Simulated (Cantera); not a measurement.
Cantera run, input and output.

```python
import numpy as np
import cantera as ct

gas = ct.Solution("gri30.yaml")
gas.TPX = 1550, 110000, {'CH4': 1, 'CO2': 0.48}
inlet = ct.Reservoir(gas, clone=True)

reactor = ct.IdealGasConstPressureReactor(gas, energy="off", clone=False)
exhaust = ct.Reservoir(gas, clone=True)
tau = [13, 2.5, 0.48, 0.094, 0.018, 0.0036, 0.0007, 0.00014][0]
for a, b in ((inlet, reactor), (reactor, exhaust)):
    ct.MassFlowController(a, b, mdot=lambda t: reactor.mass / tau)
net = ct.ReactorNet([reactor])
show = ['CH4', 'CO2', 'H2O2', 'O2', 'C2H6']

rows = []
print(f"{'tau/s':>10s}{'T/K':>9s}" + "".join(f"{s:>11s}" for s in show))
for tau in [13, 2.5, 0.48, 0.094, 0.018, 0.0036, 0.0007, 0.00014]:
    net.initial_time = 0.0
    net.advance(30 * tau)
    before = gas.X
    net.advance(40 * tau)
    drift = np.max(np.abs(gas.X - before) / (gas.X + 1e-9))
    rows.append([gas.T, *gas[show].X, drift])
    print(f"{tau:10.3e}{gas.T:9.1f}" + "".join(f"{x:11.3e}" for x in gas[show].X))
```

Result:

```
     tau/s      T/K        CH4        CO2       H2O2         O2       C2H6
 1.300e+01   1550.0  6.955e-02  1.593e-02  8.105e-15  6.117e-14  3.373e-05
 2.500e+00   1550.0  1.037e-01  3.754e-02  2.768e-14  2.412e-13  6.101e-05
 4.800e-01   1550.0  2.105e-01  1.018e-01  2.811e-14  5.871e-13  2.008e-04
 9.400e-02   1550.0  4.143e-01  2.311e-01  4.930e-15  4.708e-13  6.874e-04
 1.800e-02   1550.0  5.858e-01  3.043e-01  3.155e-16  8.289e-14  1.582e-03
 3.600e-03   1550.0  6.571e-01  3.219e-01  2.303e-17  5.381e-15  1.740e-03
 7.000e-04   1550.0  6.731e-01  3.241e-01  4.759e-18  3.000e-16  5.897e-04
 1.400e-04   1550.0  6.752e-01  3.243e-01  3.221e-18  4.013e-17  7.576e-05
```

Computed with Cantera and GRI-Mech 3.0 (53 species, 325 reactions). GRI-Mech 3.0 stops at C3 and has no aromatics, soot or wall deposition, so with more carbon than oxygen in the feed, carbon stays in small species such as C2H2 where larger ones or solid carbon would form.
